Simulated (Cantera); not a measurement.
Input (Python, Cantera) and output of one run.

```python
import numpy as np
import cantera as ct

gas_names = """
    CL CLO CL2 Mg MgCL MgCL2 MgO Mg2 O O2 O3
""".split()
cond_names = """
    Mg(cr) Mg(L) MgCL2(s) MgCL2(L) MgO(s) MgO(L)
""".split()


def load(file, names, dense=False):
    # The tables refer to 1 bar. Condensed volumes are neglected.
    table = {s.name: s for s in ct.Species.list_from_file(file)}
    out = []
    for n in names:
        d = dict(table[n].input_data)
        d["thermo"] = dict(d["thermo"], **{"reference-pressure": 1e5})
        if dense:
            d["equation-of-state"] = {"model": "constant-volume", "density": "1e6 g/cm^3"}
        out.append(ct.Species.from_dict(d))
    return out


gas = ct.Solution(thermo="ideal-gas", species=load("nasa_gas.yaml", gas_names))
cond = {s.name: ct.Solution(thermo="fixed-stoichiometry", species=[s], name=s.name)
        for s in load("nasa_condensed.yaml", cond_names, dense=True)}
atoms = {
    'MgO': {'Mg': 1, 'O': 1},
    'Cl2': {'CL': 2},
    'O2': {'O': 2},
}
top_T = {}  # K; cautious upper limits of use, not melting points


def equilibrate(T, P, feed):
    n = {}
    for name, mol in feed.items():
        for a, k in atoms[name].items():
            n[a] = n.get(a, 0.0) + k * mol
    gas.TPX = T, P, n
    mass = sum(n.values()) * gas.mean_molecular_weight
    gas.equilibrate("TP")
    valid = [c for c in cond.values() if c.min_temp <= T <= top_T.get(c.name, c.max_temp)]
    mix = ct.Mixture([(gas, mass / gas.mean_molecular_weight)] + [(c, 0.0) for c in valid])
    mix.T, mix.P = T, P
    mix.equilibrate("TP", solver="vcs", rtol=1e-11, max_steps=5000)
    return mix


results = []
feed = {'MgO': 1, 'Cl2': 4.7, 'O2': 15}  # mol
P = 1000  # Pa
for T in [600, 700, 800, 900, 1000, 1100, 1200, 1300, 1400, 1500, 1600, 1700, 1800, 1900]:
    mix = equilibrate(T, P, feed)
    results.append((T, P, feed, dict(zip(mix.species_names, mix.species_moles))))

top = {s: max(r[3][s] / sum(r[3][g] for g in gas_names) for r in results) for s in gas_names}
cols = sorted((s for s in top if top[s] > 1e-06), key=lambda s: -top[s])[:7]
seen = [c for c in cond_names if any(r[3].get(c, 0) > 1e-12 for r in results)]
print("log10 of partial pressures in bar; condensed amounts in mol")
print(f"{'T/K':>10s}" + "".join(f"{s[:9]:>10s}" for s in cols + seen))
for T, P, feed, n in results:
    ng = sum(n[g] for g in gas_names)
    print(f"{T:10.4g}" + "".join(f"{np.log10(max(n[s] / ng * P / 1e5, 1e-99)):10.3f}" for s in cols)
          + "".join(f"{n.get(c, 0):10.4g}" for c in seen))
```

Result:

```
log10 of partial pressures in bar; condensed amounts in mol
       T/K        O2        CL       CL2     MgCL2         O       CLO      MgCL    MgO(s)
       600    -2.118    -9.020    -2.622   -12.999   -19.629   -10.524   -38.574         1
       700    -2.118    -7.491    -2.622   -10.424   -16.505    -9.262   -31.683         1
       800    -2.118    -6.340    -2.622    -8.500   -14.157    -8.315   -26.527         1
       900    -2.118    -5.443    -2.623    -7.010   -12.328    -7.578   -22.527    0.9998
      1000    -2.119    -4.723    -2.625    -5.824   -10.863    -6.989   -19.337     0.997
      1100    -2.120    -4.136    -2.634    -4.866    -9.663    -6.510   -16.736     0.973
      1200    -2.123    -3.658    -2.666    -4.095    -8.662    -6.125   -14.587    0.8392
      1300    -2.128    -3.288    -2.763    -3.515    -7.816    -5.835   -12.807    0.3725
      1400    -2.137    -3.000    -2.907    -3.328    -7.093    -5.619   -11.563         0
      1500    -2.153    -2.773    -3.080    -3.344    -6.469    -5.459   -10.641         0
      1600    -2.169    -2.632    -3.347    -3.359    -5.923    -5.378    -9.778         0
      1700    -2.180    -2.561    -3.690    -3.370    -5.439    -5.359    -8.961         0
      1800    -2.185    -2.531    -4.061    -3.375    -5.007    -5.373    -8.198         0
      1900    -2.188    -2.519    -4.425    -3.377    -4.619    -5.400    -7.498         0
```

Method: chemical equilibrium by Gibbs-energy minimisation in Cantera with the NASA 1993 tables (ideal gas, pure condensed phases).
